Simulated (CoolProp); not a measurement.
A closed Brayton cycle with dry air: compressor inlet 320.15 K and 3.5 MPa, high pressure 6.34 MPa, turbine inlet 735 K, compressor efficiency 0.8, turbine efficiency 0.85, recuperator effectiveness 0.95 (on enthalpy, no pinch check). Each further row changes one setting.

Values from CoolProp's reference Helmholtz-energy equation of state, Lemmon 2000. It is a pseudo-pure fit of the blend.

```json
[
 {"case": "as stated", "thermal efficiency (%)": "21.9", "net work (kJ/kg)": "25.4", "compressor to turbine work": "0.75", "compressor exit (K)": "394.5", "turbine exit (K)": "642.9"},
 {"case": "turbine inlet 685 K", "thermal efficiency (%)": "17.3", "net work (kJ/kg)": "18.5", "compressor to turbine work": "0.80", "compressor exit (K)": "394.5", "turbine exit (K)": "598.2"},
 {"case": "compressor inlet 330.15 K", "thermal efficiency (%)": "19.9", "net work (kJ/kg)": "23.0", "compressor to turbine work": "0.77", "compressor exit (K)": "406.7", "turbine exit (K)": "642.9"},
 {"case": "high pressure 5.39 MPa", "thermal efficiency (%)": "23.2", "net work (kJ/kg)": "21.4", "compressor to turbine work": "0.71", "compressor exit (K)": "372.9", "turbine exit (K)": "666.8"},
 {"case": "recuperator effectiveness 0.5", "thermal efficiency (%)": "10.9", "net work (kJ/kg)": "25.4", "compressor to turbine work": "0.75", "compressor exit (K)": "394.5", "turbine exit (K)": "642.9"}
]
```
